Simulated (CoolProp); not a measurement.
Computed with CoolProp (reference Helmholtz-energy equation of state, Penoncello 2003).

Task: For CHF3 (R23), give the phase and the density (kg/m³), isothermal compressibility (1/MPa), viscosity (µPa s), Prandtl number at 56.45 °C and 5200 kPa; 56.45 °C and 7640 kPa; 56.45 °C and 11200 kPa.

Result: 
- 56.45 °C and 5200 kPa: supercritical; density 199, isothermal compressibility 0.309, viscosity 19.5, Prandtl number 1.14
- 56.45 °C and 7640 kPa: supercritical; density 418, isothermal compressibility 0.290, viscosity 27.8, Prandtl number 2.14
- 56.45 °C and 11200 kPa: supercritical; density 729, isothermal compressibility 0.0655, viscosity 50.9, Prandtl number 1.94

Viscosity comes from a separate model (Shan 2000). Thermal conductivity comes from a separate model (Shan 2000).
